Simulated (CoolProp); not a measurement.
Saturation properties of propane.

Computed with CoolProp (reference Helmholtz-energy equation of state, Lemmon 2009).

| T (K) | p (MPa) | liquid density (kg/m³) | liquid cp (kJ/(kg K)) | surface tension (mN/m) | liquid viscosity (µPa s) |
|---|---|---|---|---|---|
| 258.8 | 0.2982 | 547.4 | 2.395 | 12.0 | 146 |
| 266.3 | 0.3827 | 537.7 | 2.444 | 11.0 | 135 |
| 273.7 | 0.4825 | 527.8 | 2.497 | 10.1 | 125 |
| 281.2 | 0.6022 | 517.5 | 2.557 | 9.11 | 116 |
| 288.7 | 0.7426 | 506.7 | 2.623 | 8.18 | 107 |
| 296.2 | 0.9057 | 495.4 | 2.698 | 7.26 | 99.1 |
| 303.7 | 1.094 | 483.5 | 2.783 | 6.36 | 91.7 |
| 311.2 | 1.309 | 470.9 | 2.884 | 5.49 | 84.6 |
| 318.6 | 1.550 | 457.6 | 3.003 | 4.65 | 78.0 |
| 326.1 | 1.826 | 443.0 | 3.153 | 3.82 | 71.6 |

It boils at 231.0 K under 1 atm.

Viscosity comes from a separate model (Vogel 1998). Surface tension comes from a separate correlation (Mulero 2012).
